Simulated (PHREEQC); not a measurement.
Consider water at 25 °C with 0.046 mol/kgw NaH2PO4, 0.0016 mol/kgw Na2SO4 and 0.24 mol/kgw KCl. Closed to the air; pH follows from the charge balance.

Computed with PHREEQC (ion-association model, phreeqc.dat).

Each row changes one thing in this solution. No solid was allowed to form.

```json
[
 {"case": "as made", "pH": "4.41", "ionic strength (mol/kgw)": "0.290", "HPO4-2 (mol/kgw)": "0.000201", "H3PO4 (mol/kgw)": "0.000178", "KHPO4- (mol/kgw)": "2.31e-5", "NaHPO4- (mol/kgw)": "5.08e-6", "SI of Sylvite (KCl)": "-2.47", "SI of Halite (NaCl)": "-3.80"},
 {"case": "0.092 mol/kgw KHF2 added", "pH": "3.01", "ionic strength (mol/kgw)": "0.382", "HPO4-2 (mol/kgw)": "8.00e-6", "H3PO4 (mol/kgw)": "0.00392", "KHPO4- (mol/kgw)": "1.15e-6", "NaHPO4- (mol/kgw)": "1.82e-7", "SI of Sylvite (KCl)": "-2.35", "SI of Halite (NaCl)": "-3.82"},
 {"case": "NaH2PO4 replaced by K2HPO4 at the same molality", "pH": "9.05", "ionic strength (mol/kgw)": "0.370", "HPO4-2 (mol/kgw)": "0.0399", "H3PO4 (mol/kgw)": "1.62e-11", "KHPO4- (mol/kgw)": "0.00569", "NaHPO4- (mol/kgw)": "5.96e-5", "SI of Sylvite (KCl)": "-2.36", "SI of Halite (NaCl)": "-5.01"},
 {"case": "diluted 5-fold with water", "pH": "4.66", "ionic strength (mol/kgw)": "0.0581", "HPO4-2 (mol/kgw)": "4.77e-5", "H3PO4 (mol/kgw)": "2.39e-5", "KHPO4- (mol/kgw)": "1.94e-6", "NaHPO4- (mol/kgw)": "4.04e-7", "SI of Sylvite (KCl)": "-3.73", "SI of Halite (NaCl)": "-5.08"},
 {"case": "Na2SO4 left out", "pH": "4.41", "ionic strength (mol/kgw)": "0.286", "HPO4-2 (mol/kgw)": "0.000200", "H3PO4 (mol/kgw)": "0.000178", "KHPO4- (mol/kgw)": "2.32e-5", "NaHPO4- (mol/kgw)": "4.75e-6", "SI of Sylvite (KCl)": "-2.47", "SI of Halite (NaCl)": "-3.82"},
 {"case": "0.14 mol/kgw NaCl added", "pH": "4.37", "ionic strength (mol/kgw)": "0.430", "HPO4-2 (mol/kgw)": "0.000203", "H3PO4 (mol/kgw)": "0.000183", "KHPO4- (mol/kgw)": "2.01e-5", "NaHPO4- (mol/kgw)": "1.74e-5", "SI of Sylvite (KCl)": "-2.31", "SI of Halite (NaCl)": "-3.04"}
]
```

Complexes and solids missing from the database can't appear.
